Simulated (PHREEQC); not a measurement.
PHREEQC input (Pitzer model, pitzer.dat):

```
SOLUTION 1
  temp 25
  units mol/kgw
  pH 7 charge
  Cl 0.2388
  Na 0.6828
  C(4) 0.29
  K 0.23
  S(6) 0.047
END
USE solution 1
INCREMENTAL_REACTIONS false
REACTION 1
  H2O -1
  0 9.886 18.011 24.689 30.178 34.689 38.397 41.444
  43.949 46.007 47.699 49.089 50.232 51.172 51.944 52.578
  53.1 moles
EQUILIBRIUM_PHASES 1
  Arcanite 0 0
  Burkeite 0 0
  Glaserite 0 0
  Halite 0 0
  Kalicinite 0 0
  Mirabilite 0 0
  Misenite 0 0
  Nahcolite 0 0
  Natron 0 0
  Sylvite 0 0
  Thenardite 0 0
  Trona 0 0
  CO2(g) -3.4 10
SELECTED_OUTPUT 1
  -reset false
  -pH true
  -pe true
  -ionic_strength true
  -water true
  -activities H2O
  -totals C Cl K Na S
  -molalities H+ Na+ K+ Cl- CO3-2 SO4-2 OH- HCO3- CO2 HSO4-
  -equilibrium_phases Arcanite Burkeite Glaserite Halite Kalicinite Mirabilite Misenite Nahcolite Natron Sylvite
    Thenardite Trona
PRINT
  -reset false
END
```

Selected output (columns that matter, 17 of 17 rows; water left (kg) added in front):

```
water left (kg)	pH	mu	C	Cl	K	Na	S	m_H+	m_Na+	m_K+	la_H2O	Glaserite	Sylvite	Trona
0.999117	9.9742	1.1974	0.3436	0.23901	0.2302	0.6834	0.047042	2.1181e-10	0.6834	0.2302	-0.009655	0	0	0
0.821098	9.9955	1.463	0.41216	0.29083	0.28011	0.83157	0.05724	2.0755e-10	0.83157	0.28011	-0.011604	0	0	0
0.674798	10.016	1.7867	0.49498	0.35388	0.34084	1.0119	0.06965	2.0293e-10	1.0119	0.34084	-0.013967	0	0	0
0.554559	10.035	2.1813	0.59513	0.43061	0.41474	1.2312	0.084752	1.9738e-10	1.2312	0.41474	-0.016851	0	0	0
0.455733	10.053	2.6622	0.71643	0.52399	0.50468	1.4982	0.10313	1.9022e-10	1.4982	0.50468	-0.020407	0	0	0
0.374519	10.071	3.2477	0.86354	0.63762	0.61412	1.8231	0.12549	1.8071e-10	1.8231	0.61412	-0.024847	0	0	0
0.307763	10.09	3.9607	1.0423	0.77592	0.74733	2.2186	0.15271	1.6811e-10	2.2186	0.74733	-0.030479	0	0	0
0.252908	10.109	4.8284	1.2598	0.94422	0.90942	2.6998	0.18584	1.5183e-10	2.6998	0.90942	-0.037757	0	0	0
0.207808	10.129	5.8843	1.5253	1.1491	1.1068	3.2857	0.22617	1.3168e-10	3.2857	1.1068	-0.047365	0	0	0
0.17075	10.15	7.1677	1.85	1.3985	1.347	3.9988	0.27526	1.0811e-10	3.9988	1.347	-0.060317	0	0	0
0.140275	10.172	8.7279	2.249	1.7024	1.6396	4.8676	0.33506	8.244e-11	4.8676	1.6396	-0.078183	0	0	0
0.113745	10.178	9.288	2.2754	2.0994	1.9532	5.062	0.36727	6.5907e-11	5.062	1.9532	-0.0894	0.0026123	0	0.034804
0.0913983	10.17	9.1228	2.0939	2.6127	2.1962	4.8689	0.30075	5.741e-11	4.8689	2.1962	-0.095451	0.0097562	0	0.076012
0.0730498	10.158	9.0141	1.8793	3.269	2.5385	4.6611	0.23669	4.7933e-11	4.6611	2.5385	-0.10379	0.014855	0	0.10915
0.0580167	10.141	9.0092	1.6282	4.1161	3.0175	4.4487	0.17883	3.8003e-11	4.4487	3.0175	-0.11543	0.018312	0	0.13546
0.045844	10.111	8.9807	1.4373	4.6518	3.1672	4.4494	0.16346	3.3115e-11	4.4494	3.1672	-0.1224	0.019753	0.025543	0.15302
0.0359181	10.065	8.861	1.2799	4.9189	2.9756	4.6425	0.17629	3.1243e-11	4.6425	2.9756	-0.12503	0.020334	0.062121	0.16524
```
